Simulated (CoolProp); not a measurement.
Aqueous potassium carbonate as a coolant, 19 % by mass, freezing at -8.1 °C, 1 atm.

Values from CoolProp's Melinder's fits for secondary coolants.

| T (°C) | Prandtl number | density (kg/m³) | conductivity (W/(m K)) | cp (kJ/(kg K)) |
|---|---|---|---|---|
| -5.5 | 19.6 | 1189 | 0.538 | 3.306 |
| 0.8 | 16.0 | 1187 | 0.548 | 3.317 |
| 7.2 | 13.3 | 1185 | 0.558 | 3.327 |
| 13.5 | 11.2 | 1183 | 0.569 | 3.337 |
| 19.9 | 9.60 | 1180 | 0.579 | 3.347 |
| 26.2 | 8.31 | 1177 | 0.590 | 3.356 |
| 32.6 | 7.24 | 1174 | 0.601 | 3.365 |
| 39 | 6.32 | 1171 | 0.612 | 3.374 |
